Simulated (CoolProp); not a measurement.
The numbers come from the reference Helmholtz-energy equation of state, Outcalt 1996 in CoolProp. It is a modified Benedict-Webb-Rubin equation, recast in Helmholtz form.

### Question
Give the vapour pressure (MPa), liquid density (kg/m³), liquid cp (kJ/(kg K)), surface tension (mN/m) of saturated R152A at 19.15 °C.

### Answer
```csv
T (°C),p (MPa),liquid density (kg/m³),liquid cp (kJ/(kg K)),surface tension (mN/m)
19.15,0.500,914,1.77,10.5
```

Surface tension comes from a separate correlation (Mulero 2012).
